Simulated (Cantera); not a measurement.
# Equilibrium for silicon oxide and oxynitride deposition: SiH2Cl2 + O3 + N2

Input: 1 mol SiH2Cl2, 5 mol O3, 170 mol N2, equilibrated at 800 K.

Method: chemical equilibrium by Gibbs-energy minimisation in Cantera with the NASA 1993 tables (ideal gas, pure condensed phases). Candidate condensed phases: H2O, NH4Cl, Si, SiO2, Si2N2O, Si3N4; 47 gas species. The numbers say what is thermodynamically allowed, not how fast it happens.

```tsv
P (Pa)	x N2	x O2	x HCl	x H2O	x Cl2	x Cl	x NO	n SiO2(α-quartz)
5	0.953	0.0362	0.0101	0.000532	0.000517	3.01e-5	9.14e-7	1.00
26	0.953	0.0360	0.00969	0.000760	0.000752	1.59e-5	9.13e-7	1.00
140	0.953	0.0359	0.00906	0.00108	0.00107	8.19e-6	9.11e-7	1.00
710	0.953	0.0357	0.00827	0.00147	0.00147	4.26e-6	9.09e-7	1.00
3700	0.953	0.0355	0.00730	0.00196	0.00196	2.15e-6	9.06e-7	1.00
19000	0.954	0.0352	0.00621	0.00250	0.00250	1.07e-6	9.02e-7	1.00
100000	0.954	0.0349	0.00506	0.00308	0.00308	5.19e-7	8.99e-7	1.00
```
x: gas mole fraction; n: condensed amount in mol.

From 5.00 Pa to 1.00 bar the condensed part is SiO2(α-quartz).
